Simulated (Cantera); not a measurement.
Feed: 1 mol AlCl3, 0.52 mol O2, a varied amount of N2, held at 1177 °C and 0.960 bar.

Equilibrium computed with Cantera from the NASA thermochemical tables; the gas is ideal and each condensed phase is pure. Candidate condensed phases: Al, AlCl3, AlN, Al2O3; 24 gas species. Kinetics and transport are ignored.

log p: log10 of the partial pressure in bar; n: condensed amount in mol.

```tsv
n(N2) (mol)	log p N2	log p Cl2	log p AlCl3	log p Cl	log p O2	log p Al2Cl6	n Al2O3(s)
1.4	-0.32	-0.46	-0.98	-1.61	-4.53	-4.77	0.347
3.1	-0.18	-0.67	-1.18	-1.72	-4.67	-5.18	0.347
7	-0.10	-0.95	-1.46	-1.86	-4.87	-5.73	0.347
16	-0.05	…	…	…	…	…	0.347
35	-0.04	-1.62	-2.09	-2.19	-5.35	-7.00	0.346
78	-0.03	…	…	…	…	…	0.346
170	-0.02	-2.35	-2.76	-2.56	-5.93	-8.34	0.346
```

Complete the blanks.


- 78, log p Cl2: -1.98
- 78, log p AlCl3: -2.43
- 78, log p Cl: -2.38
- 78, log p O2: -5.63
- 78, log p Al2Cl6: -7.68
- 16, log p Cl2: -1.28
- 16, log p AlCl3: -1.77
- 16, log p Cl: -2.02
- 16, log p O2: -5.10
- 16, log p Al2Cl6: -6.36
